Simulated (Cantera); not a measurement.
**Ta2O5 + H2 + H2O (hydrogen reduction and annealing atmospheres)**

Feed: 1 mol Ta2O5, 9.2 mol H2, 8.3 mol H2O, at 0.00180 bar.

Method: chemical equilibrium by Gibbs-energy minimisation in Cantera with the NASA 1993 tables (ideal gas, pure condensed phases). Candidate condensed phases: H2O, Ta, Ta2O5; 12 gas species. Equilibrium is a limit: real reactors are often held back by kinetics, nucleation or transport.

```tsv
T (K)	x H2	x H2O	x H	x OH	x O	n Ta2O5(s)
1098	0.526	0.474	4.23e-7	1.68e-9	<1e-12	1.00
1198	0.526	0.474	3.25e-6	2.32e-8	<1e-12	1.00
1298	0.526	0.474	1.83e-5	2.14e-7	7.16e-12	1.00
1398	0.526	0.474	8.09e-5	1.44e-6	2.01e-10	1.00
1498	0.525	0.474	0.000294	7.51e-6	3.64e-9	1.00
1598	0.525	0.474	0.000909	3.20e-5	4.60e-8	1.00
1698	0.524	0.474	0.00247	0.000115	4.32e-7	1.00
1798	0.521	0.472	0.00599	0.000357	3.18e-6	1.000
1898	0.516	0.470	0.0132	0.000986	1.90e-5	1.000
1998	0.506	0.465	0.0269	0.00246	9.55e-5	1.000
```
x: gas mole fraction; n: condensed amount in mol.

From 1098 K to 1998 K the condensed part is Ta2O5(s).
